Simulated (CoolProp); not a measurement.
Properties of octamethyltrisiloxane (MDM) along the isotherm 35.95 °C.

Computed with CoolProp (reference Helmholtz-energy equation of state, Thol 2017).

| p (bar) | phase | cp (kJ/(kg K)) | expansivity (1/kK) |
|---|---|---|---|
| 5.99 | liquid | 1.807 | 1.249 |
| 12 | liquid | 1.806 | 1.239 |
| 18 | liquid | 1.806 | 1.230 |
| 24 | liquid | ___ | ___ |
| 29.9 | liquid | 1.804 | 1.212 |
| 35.9 | liquid | 1.803 | 1.203 |
| 41.9 | liquid | 1.802 | 1.194 |
| 47.9 | liquid | 1.801 | 1.186 |
| 53.9 | liquid | 1.801 | 1.177 |
| 59.9 | liquid | 1.800 | ___ |
| 65.9 | liquid | 1.799 | 1.162 |
| 71.9 | liquid | 1.798 | 1.154 |

Fill in the missing entries.


- 24, cp (kJ/(kg K)): 1.805
- 24, expansivity (1/kK): 1.221
- 59.9, expansivity (1/kK): 1.169
